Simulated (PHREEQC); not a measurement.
## Silver or lead bath: speciation

Dissolve 0.14 mol AgF, 0.001 mol NaNO3 and 0.22 mol Cu(NO3)2 per kg of water at 20 °C. Closed to the air; pH follows from the charge balance.

Model: ion-association model, wateq4f.dat, run in PHREEQC.

No solid was allowed to form.

**Question.** Predict the pH.

**Answer.** pH 4.83.

**Question.** In which forms is F present?

**Answer.** F- 59 %, CuF+ 33 %, AgF 6.9 %, HF 0.6 % of the F.

Examples of supersaturated solids here: Cu2(OH)3NO3, CuF2:2H2O. Others may be too.
